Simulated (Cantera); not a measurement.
Feed: 1 mol B, 6.9 mol H2, equilibrated at 2173.15 K and 9.10 mbar.

These are equilibrium values from Cantera (NASA tables, ideal gas, pure condensed phases), not measurements of a reactor. Candidate condensed phases: B; 7 gas species. The tables' values for BH2 are old estimates; treat these amounts as uncertain. The numbers say what is thermodynamically allowed, not how fast it happens.

Base state: H2 0.949, H 0.0493, BH2 0.00111, B 0.000207, BH 2.45e-5 (mole fractions); condensed: B(s).

Question: What changes in the equilibrium state with this change: pressure from 9.10 mbar to 27.0 Pa?

Answer: 
```csv
species,before,after
H2,0.949,0.739
H,0.0493,0.253
B,0.000207,0.00698
BH,2.45e-5,0.000126
BH2,0.00111,0.000862
"B(s), mol",0.990,0.937
```
